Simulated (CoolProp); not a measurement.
Vapour-liquid equilibrium of n-decane (1) + n-dodecane (2) at 1.83 bar; x and y are mole fractions of (1).

Computed with CoolProp (multi-fluid Helmholtz-energy mixture model, Lemmon 2006 and Lemmon 2004; pair parameters Bell 2016).

Task: Give the bubble temperature and the first vapour's composition at x = 0.05, 0.2, 0.35. Is there an azeotrope?

Result: x = 0.05: 513.0 K, y = 0.100; x = 0.2: 504.6 K, y = 0.357; x = 0.35: 496.9 K, y = 0.554. No azeotrope shows between x = 0.05 and 0.95.

Pair parameters are fitted to limited data, so mixtures are less certain than the pure fluids.
